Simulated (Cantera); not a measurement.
**Equilibrium for thermal oxidation and active oxidation of silicon: Si + CO2 + H2**

A closed system holds: 1 mol Si, 0.018 mol CO2, 1.4 mol H2, equilibrated at 0.240 Pa.

Method: chemical equilibrium by Gibbs-energy minimisation in Cantera with the NASA 1993 tables (ideal gas, pure condensed phases). Candidate condensed phases: C, C6H6, C7H8, C8H18, H2O, Si, SiC, SiO2; 123 gas species. Mutual solubility and eutectic melting of coexisting phases are not modelled. Equilibrium is a limit: real reactors are often held back by kinetics, nucleation or transport.

From 900 K to 1100 K the condensed part is Si(s) + SiC(s) + SiO2(β-quartz). From 1200 K to 1600 K the condensed part is Si(s) + SiC(s). At 1700 K the condensed part is Si(l) + SiC(s). From 1800 K to 2200 K nothing is condensed. The main Si-bearing gas is SiO at 900 K and Si at 2200 K.

```json
[
 {"T (K)": "900", "x H2": "1.000", "x H": "7.55e-8", "x Si": "<1e-12", "x SiO": "2.08e-6", "x CO": "1.58e-9", "x Si2C": "<1e-12", "x Si2": "<1e-12", "n Si(s)": "0.964", "n SiC(s)": "0.0180", "n SiO2(β-quartz)": "0.0180", "n Si(l)": "0"},
 {"T (K)": "1000", "x H2": "1.000", "x H": "1.46e-6", "x Si": "7.39e-11", "x SiO": "0.000217", "x CO": "4.00e-7", "x Si2C": "<1e-12", "x Si2": "<1e-12", "n Si(s)": "0.964", "n SiC(s)": "0.0180", "n SiO2(β-quartz)": "0.0178", "n Si(l)": "0"},
 {"T (K)": "1100", "x H2": "0.990", "x H": "1.66e-5", "x Si": "9.85e-9", "x SiO": "0.00960", "x CO": "3.67e-5", "x Si2C": "<1e-12", "x Si2": "<1e-12", "n Si(s)": "0.957", "n SiC(s)": "0.0179", "n SiO2(β-quartz)": "0.0112", "n Si(l)": "0"},
 {"T (K)": "1200", "x H2": "0.975", "x H": "0.000126", "x Si": "5.78e-7", "x SiO": "0.0249", "x CO": "0.000175", "x Si2C": "4.42e-11", "x Si2": "4.99e-11", "n Si(s)": "0.947", "n SiC(s)": "0.0177", "n SiO2(β-quartz)": "0", "n Si(l)": "0"},
 {"T (K)": "1300", "x H2": "0.974", "x H": "0.000705", "x Si": "1.80e-5", "x SiO": "0.0248", "x CO": "0.000292", "x Si2C": "4.40e-9", "x Si2": "4.41e-9", "n Si(s)": "0.947", "n SiC(s)": "0.0176", "n SiO2(β-quartz)": "0", "n Si(l)": "0"},
 {"T (K)": "1400", "x H2": "0.972", "x H": "0.00309", "x Si": "0.000343", "x SiO": "0.0246", "x CO": "0.000452", "x Si2C": "2.24e-7", "x Si2": "2.04e-7", "n Si(s)": "0.947", "n SiC(s)": "0.0173", "n SiO2(β-quartz)": "0", "n Si(l)": "0"},
 {"T (K)": "1500", "x H2": "0.960", "x H": "0.0111", "x Si": "0.00439", "x SiO": "0.0242", "x CO": "0.000655", "x Si2C": "6.68e-6", "x Si2": "5.61e-6", "n Si(s)": "0.941", "n SiC(s)": "0.0170", "n SiO2(β-quartz)": "0", "n Si(l)": "0"},
 {"T (K)": "1600", "x H2": "0.902", "x H": "0.0333", "x Si": "0.0406", "x SiO": "0.0228", "x CO": "0.000867", "x Si2C": "0.000129", "x Si2": "0.000101", "n Si(s)": "0.886", "n SiC(s)": "0.0165", "n SiO2(β-quartz)": "0", "n Si(l)": "0"},
 {"T (K)": "1700", "x H2": "0.622", "x H": "0.0750", "x Si": "0.283", "x SiO": "0.0161", "x CO": "0.000865", "x Si2C": "0.00171", "x Si2": "0.00124", "n Si(s)": "0", "n SiC(s)": "0.0125", "n SiO2(β-quartz)": "0", "n Si(l)": "0.337"},
 {"T (K)": "1800", "x H2": "0.458", "x H": "0.156", "x Si": "0.369", "x SiO": "0.00865", "x CO": "0.00514", "x Si2C": "0.00174", "x Si2": "0.000622", "n Si(s)": "0", "n SiC(s)": "0", "n SiO2(β-quartz)": "0", "n Si(l)": "0"},
 {"T (K)": "1900", "x H2": "0.343", "x H": "0.300", "x Si": "0.344", "x SiO": "0.00647", "x CO": "0.00620", "x Si2C": "0.000132", "x Si2": "0.000181", "n Si(s)": "0", "n SiC(s)": "0", "n SiO2(β-quartz)": "0", "n Si(l)": "0"},
 {"T (K)": "2000", "x H2": "0.204", "x H": "0.475", "x Si": "0.310", "x SiO": "0.00569", "x CO": "0.00567", "x Si2C": "7.63e-6", "x Si2": "5.47e-5", "n Si(s)": "0", "n SiC(s)": "0", "n SiO2(β-quartz)": "0", "n Si(l)": "0"},
 {"T (K)": "2100", "x H2": "0.0935", "x H": "0.615", "x Si": "0.281", "x SiO": "0.00516", "x CO": "0.00516", "x Si2C": "5.62e-7", "x Si2": "1.85e-5", "n Si(s)": "0", "n SiC(s)": "0", "n SiO2(β-quartz)": "0", "n Si(l)": "0"},
 {"T (K)": "2200", "x H2": "0.0358", "x H": "0.688", "x Si": "0.266", "x SiO": "0.00488", "x CO": "0.00488", "x Si2C": "5.78e-8", "x Si2": "7.40e-6", "n Si(s)": "0", "n SiC(s)": "0", "n SiO2(β-quartz)": "0", "n Si(l)": "0"}
]
```
x: gas mole fraction; n: condensed amount in mol.
